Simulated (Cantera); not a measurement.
A perfectly stirred reactor is fed with N2O = 1 (molar parts), at 2670 Pa; it is held at 1423 K, and followed from long to short residence time.

Model: GRI-Mech 3.0 (53 species, 325 reactions), integrated in Cantera. GRI-Mech 3.0 was tuned for natural gas; its chemistry of N2O as a main component is partial and can be far from experiment. Radical loss at walls, strong at low pressure, is not modelled. The temperature is held fixed by assumption; the heat of reaction is taken as removed at once.

x: mole fraction; the columns are a selection and need not sum to one.

| τ (s) | x N2O | x N2 | x NO2 | x NO | x O | x O2 |
|---|---|---|---|---|---|---|
| 0.32 | 0.784 | 0.129 | [?] | 0.0300 | 3.28e-5 | 0.0569 |
| 0.18 | 0.866 | 0.0800 | [?] | 0.0186 | 3.28e-5 | 0.0353 |
| 0.10 | 0.921 | 0.0473 | [?] | 0.0110 | 3.28e-5 | 0.0209 |
| 0.058 | 0.953 | 0.0283 | [?] | 0.00660 | 3.28e-5 | 0.0125 |
| 0.033 | 0.972 | 0.0165 | [?] | 0.00383 | 3.28e-5 | 0.00726 |
| 0.019 | 0.984 | 0.00958 | [?] | 0.00222 | 3.27e-5 | 0.00422 |
| 0.010 | 0.992 | 0.00507 | [?] | 0.00117 | 3.25e-5 | 0.00222 |
| 0.0059 | 0.995 | 0.00299 | [?] | 0.000689 | 3.23e-5 | 0.00131 |
| 0.0033 | 0.997 | 0.00167 | [?] | 0.000381 | 3.18e-5 | 0.000722 |

Q: What belongs in the gaps?

A: 
- 0.32, x NO2: 6.33e-6
- 0.18, x NO2: 3.47e-6
- 0.10, x NO2: 1.76e-6
- 0.058, x NO2: 8.79e-7
- 0.033, x NO2: 3.96e-7
- 0.019, x NO2: 1.68e-7
- 0.010, x NO2: 5.62e-8
- 0.0059, x NO2: 2.14e-8
- 0.0033, x NO2: 6.99e-9
